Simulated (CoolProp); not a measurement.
A closed Brayton cycle with carbon dioxide: compressor inlet 318.15 K and 9.4 MPa, high pressure 22.3 MPa, turbine inlet 635 K, compressor efficiency 0.89, turbine efficiency 0.9, recuperator effectiveness 0.9 (on enthalpy, no pinch check). Each further row changes one setting.

Computed with CoolProp (reference Helmholtz-energy equation of state, Span 1996).

| case | thermal efficiency (%) | net work (kJ/kg) | compressor to turbine work | compressor exit (K) | turbine exit (K) |
|---|---|---|---|---|---|
| as stated | [?] | 54.1 | 0.35 | 368.1 | 544.6 |
| turbine inlet 585 K | 23.9 | 45.3 | 0.39 | 368.1 | 498.0 |
| compressor inlet 328.15 K | [?] | [?] | [?] | [?] | 544.6 |
| high pressure 19 MPa | 25.3 | [?] | 0.33 | [?] | 561.1 |
| recuperator effectiveness 0.5 | [?] | 54.1 | 0.35 | 368.1 | 544.6 |

Question: Complete the blanks.

Answer: 
- as stated, thermal efficiency (%): 26.6
- compressor inlet 328.15 K, thermal efficiency (%): 24.9
- compressor inlet 328.15 K, net work (kJ/kg): 44.6
- compressor inlet 328.15 K, compressor to turbine work: 0.47
- compressor inlet 328.15 K, compressor exit (K): 394.4
- high pressure 19 MPa, net work (kJ/kg): 46.7
- high pressure 19 MPa, compressor exit (K): 358.7
- recuperator effectiveness 0.5, thermal efficiency (%): 18.7
